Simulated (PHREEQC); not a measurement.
Make-up at 20 °C: 4.7 mmol/kgw KOH and 52 mmol/kgw NaAlO2. Closed to the air; pH follows from the charge balance.

All values are PHREEQC results (ion-association model, phreeqc.dat), not measurements.

```
quantity                  before   after
------------------------  ------  ------
pH                         11.74    9.22
ionic strength (mol/kgw)  0.0567  0.0567
```

Question: What was changed between the two runs?
A) KOH replaced by KNO3 at the same molality
B) diluted 100-fold with water
C) NaAlO2 from 0.052 to 0.078 mol/kgw
D) NaAlO2 left out
E) temperature from 20 to 25 °C

Answer: A, KOH replaced by KNO3 at the same molality

No solid was allowed to form. Some of these states are supersaturated (in Gibbsite (slow to form), Al(OH)3(a), for instance).
